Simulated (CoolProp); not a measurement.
A single-stage vapour-compression cycle with ethane: evaporating at 206.15 K (dew point), condensing at 270.15 K (bubble point), superheat 5 K, subcooling 5 K, compressor efficiency 0.65, no pressure losses. Each further row changes one setting.

Computed with CoolProp (reference Helmholtz-energy equation of state, Bücker 2006).

```
case                              cooling COP  pressure ratio  discharge temperature (K)  refrigerating effect (kJ/kg)  volumetric capacity (kJ/m³)
--------------------------------  -----------  --------------  -------------------------  ----------------------------  ---------------------------
as stated                                1.48            7.80                      345.9                           299                         1560
evaporating temperature 211.15 K         1.68            6.34                      338.1                           304                         1920
condensing temperature 265.15 K          1.67            6.88                      337.2                           315                         1640
subcooling 10 K                          1.56            7.80                      345.9                           315                         1640
superheat 15 K                           1.47            7.80                      358.4                           315                         1550
compressor efficiency 0.55               1.25            7.80                      362.7                           299                         1560
```
